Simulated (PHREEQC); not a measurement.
Consider water at 20 °C and 500 atm with 2 mmol/kgw ZnSO4, 140 mmol/kgw CuCl2, 170 mmol/kgw HCl and 2.8 mmol/kgw Na2SO4. Closed to the air; pH follows from the charge balance.

Model: ion-association model, phreeqc.dat, run in PHREEQC.

This is a speciation only: nothing precipitates in the calculation.

### Question
Estimate the pH, ionic strength, activity of water.

### Answer
pH 0.89; ionic strength 0.545 mol/kgw; activity of water 0.987.

### Question
In which forms is S present?

### Answer
HSO4- 52 %, SO4-2 28 %, CuSO4 20 % of the S.

Under pressure, the constants of complexes without a molar volume in the database are unreliable.
